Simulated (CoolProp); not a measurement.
A closed Brayton cycle with dry air: compressor inlet 319.15 K and 1.7 MPa, high pressure 5.08 MPa, turbine inlet 705 K, compressor efficiency 0.85, turbine efficiency 0.9, recuperator effectiveness 0 (on enthalpy, no pinch check). Each further row changes one setting.

Computed with CoolProp (reference Helmholtz-energy equation of state, Lemmon 2000). It is a pseudo-pure fit of the blend.

```
case                           thermal efficiency (%)  net work (kJ/kg)  compressor to turbine work  compressor exit (K)  turbine exit (K)
-----------------------------  ----------------------  ----------------  --------------------------  -------------------  ----------------
as stated                                        13.3              35.1                        0.80                456.9             541.2
turbine inlet 655 K                              10.7               ___                         ___                456.9             501.4
compressor inlet 329.15 K                        12.3              30.6                        0.82                471.0             541.2
high pressure 4.32 MPa                           12.5               ___                        0.76                433.9             562.8
recuperator effectiveness 0.5                     ___              35.1                        0.80                456.9             541.2
```

### Question
Some entries are withheld; supply them.

### Answer

- turbine inlet 655 K, net work (kJ/kg): 22.4
- turbine inlet 655 K, compressor to turbine work: 0.86
- high pressure 4.32 MPa, net work (kJ/kg): 35.9
- recuperator effectiveness 0.5, thermal efficiency (%): 15.9
